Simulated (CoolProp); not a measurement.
Vapour-liquid equilibrium of R143a (1) + R1234yf (2) at 187 K; x and y are mole fractions of (1).

Computed with CoolProp (multi-fluid Helmholtz-energy mixture model, Lemmon and Jacobsen 2000 and Lemmon 2022; pair parameters Bell 2016).

```json
[
 {"x": "0.05", "bubble pressure (MPa)": "0.003771", "y at the bubble point": "0.157", "dew pressure at overall composition x (MPa)": "0.003467", "liquid density (mol/L)": "12.49"},
 {"x": "0.125", "bubble pressure (MPa)": "0.004381", "y at the bubble point": "0.330", "dew pressure at overall composition x (MPa)": "0.003674", "liquid density (mol/L)": "12.66"},
 {"x": "0.2", "bubble pressure (MPa)": "0.004956", "y at the bubble point": "0.455", "dew pressure at overall composition x (MPa)": "0.003906", "liquid density (mol/L)": "12.84"},
 {"x": "0.275", "bubble pressure (MPa)": "(withheld)", "y at the bubble point": "0.552", "dew pressure at overall composition x (MPa)": "0.004168", "liquid density (mol/L)": "13.02"},
 {"x": "0.35", "bubble pressure (MPa)": "0.006027", "y at the bubble point": "0.630", "dew pressure at overall composition x (MPa)": "0.004465", "liquid density (mol/L)": "13.21"},
 {"x": "0.425", "bubble pressure (MPa)": "0.006534", "y at the bubble point": "0.695", "dew pressure at overall composition x (MPa)": "0.004805", "liquid density (mol/L)": "13.40"},
 {"x": "0.5", "bubble pressure (MPa)": "0.007026", "y at the bubble point": "0.750", "dew pressure at overall composition x (MPa)": "0.005196", "liquid density (mol/L)": "13.60"},
 {"x": "0.575", "bubble pressure (MPa)": "0.007508", "y at the bubble point": "0.798", "dew pressure at overall composition x (MPa)": "0.005649", "liquid density (mol/L)": "13.80"},
 {"x": "0.65", "bubble pressure (MPa)": "0.007982", "y at the bubble point": "0.841", "dew pressure at overall composition x (MPa)": "0.006177", "liquid density (mol/L)": "14.01"},
 {"x": "0.725", "bubble pressure (MPa)": "0.008452", "y at the bubble point": "0.880", "dew pressure at overall composition x (MPa)": "0.006796", "liquid density (mol/L)": "14.23"},
 {"x": "0.8", "bubble pressure (MPa)": "0.008919", "y at the bubble point": "(withheld)", "dew pressure at overall composition x (MPa)": "0.007526", "liquid density (mol/L)": "14.45"},
 {"x": "0.875", "bubble pressure (MPa)": "0.009386", "y at the bubble point": "0.949", "dew pressure at overall composition x (MPa)": "0.008386", "liquid density (mol/L)": "14.68"},
 {"x": "0.95", "bubble pressure (MPa)": "0.009854", "y at the bubble point": "(withheld)", "dew pressure at overall composition x (MPa)": "0.009398", "liquid density (mol/L)": "14.92"}
]
```

**Question.** Complete the blanks.

**Answer.** 
- 0.275, bubble pressure (MPa): 0.005503
- 0.8, y at the bubble point: 0.916
- 0.95, y at the bubble point: 0.980

No azeotrope shows between x = 0.05 and 0.95.

The pair parameters rest on a limited set of measurements; away from them the model extrapolates.
